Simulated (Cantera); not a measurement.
Input (Python, Cantera) and output of one run.

```python
import numpy as np
import cantera as ct

gas_names = [...]  # 151 gases of nasa_gas.yaml made of C, H, N, O, Si
cond_names = """
    C(gr) C6H6(L) C7H8(L) C8H18(L),n-octa H2O(s) H2O(L) Si(cr) Si(L) SiC(b) SiO2(Lqz) SiO2(hqz) SiO2(L)
    Si2N2O(s) Si3N4(a)
""".split()


# ... load() reads the species with a 1 bar reference pressure and builds the phases ...
atoms = {
    'HMDSO': {'Si': 2, 'C': 6, 'H': 18, 'O': 1},
    'NO': {'N': 1, 'O': 1},
}
top_T = {'C(gr)': 4500, 'SiC(b)': 3050, 'Si2N2O(s)': 2100, 'Si3N4(a)': 2400}  # K; cautious upper limits of use, not melting points


# ... equilibrate(T, P, feed) seeds the gas with the atoms and calls Mixture.equilibrate('TP', solver="vcs", rtol=1e-11, max_steps=5000) ...
results = []
feed = {'HMDSO': 1, 'NO': 7.9}  # mol
T = 1825  # K
P = 7700  # Pa
mix = equilibrate(T, P, feed)
results.append((T, P, feed, dict(zip(mix.species_names, mix.species_moles))))
print(gas.report(threshold=0.0001))
for i in range(1, mix.n_phases):
    print(f"{mix.phase(i).name:16s} {mix.phase_moles(i):12.5e} mol")
```

It prints:

```
       temperature   1825 K
          pressure   7700 Pa
           density   0.0087453 kg/m^3
  mean mol. weight   17.234 kg/kmol
   phase of matter   gas

                          1 kg             1 kmol
                     ---------------   ---------------
          enthalpy        6.0809e+05         1.048e+07  J
   internal energy       -2.7238e+05       -4.6942e+06  J
           entropy             14797        2.5501e+05  J/K
    Gibbs function       -2.6397e+07       -4.5492e+08  J
 heat capacity c_p            2024.8             34895  J/K
 heat capacity c_v            1542.4             26580  J/K

                      mass frac. Y      mole frac. X     chem. pot. / RT
                     ---------------   ---------------   ---------------
                CO           0.48579           0.29889           -38.451
                 H        6.2101e-05         0.0010617            -11.28
                H2          0.052354           0.44754           -22.561
               H2O        0.00039024        0.00037332            -53.47
                N2           0.31993           0.19682           -30.825
               SiO           0.14129          0.055232           -41.409
     [ +145 minor]        0.00018756        7.9597e-05

C(gr)             0.00000e+00 mol
Si(L)             0.00000e+00 mol
SiC(b)            0.00000e+00 mol
SiO2(L)           8.91538e-01 mol
Si2N2O(s)         0.00000e+00 mol
Si3N4(a)          0.00000e+00 mol
```

Cantera equilibrium calculation (NASA polynomials, part measured and part estimated; ideal gas, pure solids and liquids). The feed counts by its element totals alone. The tables hold silica as quartz up to 1696 K and as liquid above; real silica turns to tridymite and cristobalite and melts near 1996 K.
